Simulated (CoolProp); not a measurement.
Vapour-liquid equilibrium of fluoroethane (R161) (1) + R1234yf (2) at 68.2 kPa; x and y are mole fractions of (1).

The numbers come from the multi-fluid Helmholtz-energy mixture model, Wu 2012 and Lemmon 2022; pair parameters Bell 2016 in CoolProp.

```json
[
 {"x": "0.05", "bubble temperature, mixture model (°C)": "-38.8", "bubble temperature, Raoult's law (°C)": "-38.6", "y, mixture model": "0.079", "y, Raoult's law": "0.071"},
 {"x": "0.15", "bubble temperature, mixture model (°C)": "-40.0", "bubble temperature, Raoult's law (°C)": "-39.5", "y, mixture model": "0.220", "y, Raoult's law": "0.204"},
 {"x": "0.25", "bubble temperature, mixture model (°C)": "-41.1", "bubble temperature, Raoult's law (°C)": "-40.3", "y, mixture model": "0.344", "y, Raoult's law": "0.327"},
 {"x": "0.35", "bubble temperature, mixture model (°C)": "-42.0", "bubble temperature, Raoult's law (°C)": "-41.1", "y, mixture model": "0.452", "y, Raoult's law": "0.440"},
 {"x": "0.45", "bubble temperature, mixture model (°C)": "-42.9", "bubble temperature, Raoult's law (°C)": "-41.9", "y, mixture model": "0.549", "y, Raoult's law": "0.544"},
 {"x": "0.55", "bubble temperature, mixture model (°C)": "-43.6", "bubble temperature, Raoult's law (°C)": "-42.7", "y, mixture model": "0.638", "y, Raoult's law": "0.641"},
 {"x": "0.65", "bubble temperature, mixture model (°C)": "-44.2", "bubble temperature, Raoult's law (°C)": "-43.4", "y, mixture model": "0.721", "y, Raoult's law": "0.731"},
 {"x": "0.75", "bubble temperature, mixture model (°C)": "-44.8", "bubble temperature, Raoult's law (°C)": "-44.2", "y, mixture model": "0.800", "y, Raoult's law": "0.815"},
 {"x": "0.85", "bubble temperature, mixture model (°C)": "-45.3", "bubble temperature, Raoult's law (°C)": "-44.8", "y, mixture model": "0.878", "y, Raoult's law": "0.893"},
 {"x": "0.95", "bubble temperature, mixture model (°C)": "-45.7", "bubble temperature, Raoult's law (°C)": "-45.5", "y, mixture model": "0.958", "y, Raoult's law": "0.965"}
]
```

The largest gap from Raoult's law is -1.0 K in bubble temperature, at x = 0.45. No azeotrope shows between x = 0.05 and 0.95.

Pair parameters are fitted to limited data, so mixtures are less certain than the pure fluids.
